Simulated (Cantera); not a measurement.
A Cantera script and its output.

```python
import numpy as np
import cantera as ct

gas = ct.Solution("gri30.yaml")
gas.TPX = 1675, 100000, {'CH4': 1, 'H2O': 0.82}
reactor = ct.IdealGasConstPressureReactor(gas, energy="off", clone=False)
net = ct.ReactorNet([reactor])
net.rtol, net.atol = 1e-08, 1e-18
show = ['CH4', 'H2O', 'HCO', 'H2', 'CH2O']
times = np.geomspace(5e-06, 7, 15)

steps = ct.SolutionArray(gas, extra=["t"])
rows = []
print(f"{'t/s':>10s}{'T/K':>9s}{'P/Pa':>11s}" + "".join(f"{s:>11s}" for s in show))
for t in times:
    while net.time < t:
        t_next = net.step()
        steps.append(gas.state, t=t_next)
    rows.append([np.interp(t, steps.t, y) for y in (steps.T, steps.P, *steps(*show).X.T)])
    print(f"{t:10.3e}{rows[-1][0]:9.1f}{rows[-1][1]:11.4g}" + "".join(f"{x:11.3e}" for x in rows[-1][2:]))
rate = np.gradient(steps.T, steps.t)
print("integrator steps:", len(steps.t))
if steps.T.max() > steps.T[0] + 200:
    print(f"time of steepest temperature rise: {steps.t[rate.argmax()]:.4e} s")
gas.TPX = 1675, 100000, {'CH4': 1, 'H2O': 0.82}
gas.equilibrate("TP")
print(f"equilibrium (TP): T = {gas.T:.1f} K  " + "  ".join(f"{s} {gas[s].X[0]:.3e}" for s in show))
```

It prints:

```
       t/s      T/K       P/Pa        CH4        H2O        HCO         H2       CH2O
 5.000e-06   1675.0      1e+05  5.493e-01  4.505e-01  3.575e-14  5.887e-05  1.046e-09
 1.374e-05   1675.0      1e+05  5.490e-01  4.505e-01  1.495e-12  1.661e-04  1.934e-08
 3.776e-05   1675.0      1e+05  5.483e-01  4.504e-01  4.745e-11  5.080e-04  2.920e-07
 1.038e-04   1675.0      1e+05  5.460e-01  4.502e-01  5.930e-10  1.803e-03  2.326e-06
 2.851e-04   1675.0      1e+05  5.377e-01  4.491e-01  3.893e-09  7.396e-03  1.027e-05
 7.835e-04   1675.0      1e+05  5.062e-01  4.428e-01  1.132e-08  3.303e-02  2.209e-05
 2.153e-03   1675.0      1e+05  4.280e-01  4.204e-01  9.166e-09  1.080e-01  1.609e-05
 5.916e-03   1675.0      1e+05  3.137e-01  3.829e-01  5.409e-09  2.246e-01  8.039e-06
 1.626e-02   1675.0      1e+05  1.926e-01  3.421e-01  3.268e-09  3.474e-01  3.693e-06
 4.467e-02   1675.0      1e+05  9.809e-02  3.019e-01  2.389e-09  4.490e-01  1.574e-06
 1.228e-01   1675.0      1e+05  5.107e-02  2.558e-01  3.214e-09  5.196e-01  6.932e-07
 3.373e-01   1675.0      1e+05  3.747e-02  1.926e-01  6.122e-09  5.781e-01  3.484e-07
 9.270e-01   1675.0      1e+05  2.983e-02  1.195e-01  1.052e-08  6.389e-01  1.695e-07
 2.547e+00   1675.0      1e+05  2.234e-02  5.810e-02  1.494e-08  6.902e-01  9.458e-08
 7.000e+00   1675.0      1e+05  1.673e-02  1.996e-02  1.803e-08  7.225e-01  7.460e-08
integrator steps: 1555
equilibrium (TP): T = 1675.0 K  CH4 1.325e-02  H2O 4.576e-06  HCO 1.976e-08  H2 7.398e-01  CH2O 7.152e-08
```

Computed with Cantera and GRI-Mech 3.0 (53 species, 325 reactions).
